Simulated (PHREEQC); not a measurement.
Dissolve 0.03 mol Fe2(SO4)3 per kg of water at 20 °C. Closed to the air; pH follows from the charge balance.

Model: ion-association model, phreeqc.dat, run in PHREEQC.

Precipitation was switched off in this run.

Question: Estimate the pH, ionic strength.

Answer: pH 2.65; ionic strength 0.108 mol/kgw.

Question: In which forms is Fe present?

Answer: FeSO4+ 72 %, Fe(SO4)2- 15 %, Fe2(OH)2+4 3.6 %, Fe+3 3.5 %, FeOH+2 3.5 %, Fe3(OH)4+5 1.6 % of the Fe.

Saturation is exceeded, for instance for Hematite (slow to form), Goethite (slow to form); the values hold only as long as no solid forms. Complexes and solids missing from the database can't appear.
